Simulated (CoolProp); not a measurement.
Vapour-liquid equilibrium of CH2F2 (R32) (1) + R236FA (2) at 0.54 MPa; x and y are mole fractions of (1).

Values from CoolProp's multi-fluid Helmholtz-energy mixture model, Tillner-Roth 1997 and Pan 2012; pair parameters Bell 2016.

Task: Give the bubble temperature and the first vapour's composition at x = 0.05, 0.35, 0.95. Is there an azeotrope?

Result: x = 0.05: 41.6 °C, y = 0.172; x = 0.35: 14.7 °C, y = 0.739; x = 0.95: -10.8 °C, y = 0.991. No azeotrope shows between x = 0.05 and 0.95.

Pair parameters are fitted to limited data, so mixtures are less certain than the pure fluids.
